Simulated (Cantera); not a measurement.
An adiabatic, constant-volume homogeneous reactor starts with CH4 : CO : O2 : N2 = 1 : 1.1 : 1.16 : 9.16 (molar parts), equivalence ratio 2.2, at 1650 K and 1.00 bar. Integrator tolerance rtol = 1e-08.

Model: GRI-Mech 3.0 (53 species, 325 reactions), integrated in Cantera.

What does this change do: pressure from 1.00 bar to 10.0 bar?


```
quantity                                                              before                                      after
---------------------------------  -----------------------------------------  -----------------------------------------
time of steepest temperature rise                                   0.658 ms                                   0.131 ms
temperature at 9.00 s                                                 2548 K                                     2588 K
equilibrium temperature                                               2548 K                                     2588 K
x(CH4) at 9.00 s                   4.82e-12 (gas-phase equilibrium 5.37e-12)  4.40e-10 (gas-phase equilibrium 4.86e-10)
x(CO) at 9.00 s                          0.135 (gas-phase equilibrium 0.135)        0.136 (gas-phase equilibrium 0.136)
x(O2) at 9.00 s                      3.73e-5 (gas-phase equilibrium 3.73e-5)    5.41e-6 (gas-phase equilibrium 5.41e-6)
x(CH3) at 9.00 s                   7.70e-12 (gas-phase equilibrium 8.58e-12)  2.57e-10 (gas-phase equilibrium 2.84e-10)
x(HO2) at 9.00 s                     2.43e-8 (gas-phase equilibrium 2.43e-8)    1.14e-8 (gas-phase equilibrium 1.14e-8)
x(C2H6) at 9.00 s                      <1e-12 (gas-phase equilibrium <1e-12)      <1e-12 (gas-phase equilibrium <1e-12)
x(NO) at 9.00 s                    0.000312 (gas-phase equilibrium 0.000312)  0.000127 (gas-phase equilibrium 0.000127)
```

What does this change do: O2 1.16 to 0.58 parts?


```tsv
quantity	before	after
time of steepest temperature rise	0.658 ms	1.46 ms
temperature at 9.00 s	2548 K	1889 K
equilibrium temperature	2548 K	1889 K
x(CH4) at 9.00 s	4.82e-12 (gas-phase equilibrium 5.37e-12)	2.68e-8 (gas-phase equilibrium 8.05e-9)
x(CO) at 9.00 s	0.135 (gas-phase equilibrium 0.135)	0.156 (gas-phase equilibrium 0.156)
x(O2) at 9.00 s	3.73e-5 (gas-phase equilibrium 3.73e-5)	5.14e-11 (gas-phase equilibrium 5.12e-11)
x(CH3) at 9.00 s	7.70e-12 (gas-phase equilibrium 8.58e-12)	9.28e-10 (gas-phase equilibrium 2.79e-10)
x(HO2) at 9.00 s	2.43e-8 (gas-phase equilibrium 2.43e-8)	<1e-12 (gas-phase equilibrium <1e-12)
x(C2H6) at 9.00 s	<1e-12 (gas-phase equilibrium <1e-12)	<1e-12 (gas-phase equilibrium <1e-12)
x(NO) at 9.00 s	0.000312 (gas-phase equilibrium 0.000312)	1.21e-6 (gas-phase equilibrium 8.14e-8)
```

What does this change do: pressure from 1.00 bar to 2.70 bar?


| quantity | before | after |
|---|---|---|
| time of steepest temperature rise | 0.658 ms | 0.324 ms |
| temperature at 9.00 s | 2548 K | 2569 K |
| equilibrium temperature | 2548 K | 2569 K |
| x(CH4) at 9.00 s | 4.82e-12 (gas-phase equilibrium 5.37e-12) | 3.34e-11 (gas-phase equilibrium 3.71e-11) |
| x(CO) at 9.00 s | 0.135 (gas-phase equilibrium 0.135) | 0.136 (gas-phase equilibrium 0.136) |
| x(O2) at 9.00 s | 3.73e-5 (gas-phase equilibrium 3.73e-5) | 1.69e-5 (gas-phase equilibrium 1.69e-5) |
| x(CH3) at 9.00 s | 7.70e-12 (gas-phase equilibrium 8.58e-12) | 3.51e-11 (gas-phase equilibrium 3.90e-11) |
| x(HO2) at 9.00 s | 2.43e-8 (gas-phase equilibrium 2.43e-8) | 1.83e-8 (gas-phase equilibrium 1.83e-8) |
| x(C2H6) at 9.00 s | <1e-12 (gas-phase equilibrium <1e-12) | <1e-12 (gas-phase equilibrium <1e-12) |
| x(NO) at 9.00 s | 0.000312 (gas-phase equilibrium 0.000312) | 0.000218 (gas-phase equilibrium 0.000218) |
